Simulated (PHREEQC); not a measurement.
Ca(OH)2 is added in steps, without added water, to 1 kg of water holding 0.0056 mol/kgw TMAH and 0.0058 mol/kgw CO2, at 20 °C. O2 is buffered at 0.21 atm. CO2 from the air is kept out. Only these solids could form: Calcite.

Base run: PHREEQC, ion-association model, phreeqc.dat. Each further column changes one thing. The table gives Ca in solution (mol/kgw).

| Ca(OH)2 added (mol) | base | Debye-Hückel limiting law | all activity coefficients set to 1 | database wateq4f.dat | metal-ligand complexes left out |
|---|---|---|---|---|---|
| 0 | 0 | 0 | 0 | 0 | 0 |
| 0.0001812 | 8.00e-5 | 8.38e-5 | 5.67e-5 | 8.00e-5 | 7.24e-5 |
| 0.0003625 | 3.89e-5 | 4.14e-5 | 2.50e-5 | 3.89e-5 | 3.22e-5 |
| 0.000725 | 1.86e-5 | 1.98e-5 | (withheld) | 1.86e-5 | 1.27e-5 |
| 0.0009063 | 1.54e-5 | (withheld) | 1.08e-5 | 1.54e-5 | 9.70e-6 |
| 0.001087 | 1.35e-5 | 1.43e-5 | 9.70e-6 | 1.35e-5 | 7.85e-6 |
| 0.001269 | 1.22e-5 | 1.29e-5 | 8.98e-6 | 1.22e-5 | 6.61e-6 |
| 0.001631 | 1.06e-5 | 1.11e-5 | 8.09e-6 | 1.06e-5 | (withheld) |
| 0.001813 | 1.01e-5 | 1.06e-5 | 7.80e-6 | 1.00e-5 | 4.57e-6 |
| 0.001994 | 9.64e-6 | 1.01e-5 | 7.57e-6 | 9.62e-6 | 4.17e-6 |
| 0.002175 | 9.31e-6 | 9.74e-6 | 7.39e-6 | 9.29e-6 | 3.86e-6 |
| 0.002537 | 8.85e-6 | 9.25e-6 | 7.15e-6 | 8.83e-6 | 3.43e-6 |
| 0.002719 | 8.71e-6 | 9.10e-6 | 7.07e-6 | 8.70e-6 | 3.30e-6 |
| 0.0029 | 8.64e-6 | 9.02e-6 | 7.04e-6 | 8.63e-6 | 3.23e-6 |

Task: Complete the blanks.

Result: 
- 0.000725, all activity coefficients set to 1: 1.26e-5
- 0.0009063, Debye-Hückel limiting law: 1.64e-5
- 0.001631, metal-ligand complexes left out: 5.08e-6

(CH3)4N+ isn't in the database: it is added as a free cation with an ion size of 4 Å. phreeqc.dat and wateq4f.dat share most of their constants, so their agreement is no independent check. Solids allowed in the column 'database wateq4f.dat': Calcite, Portlandite.
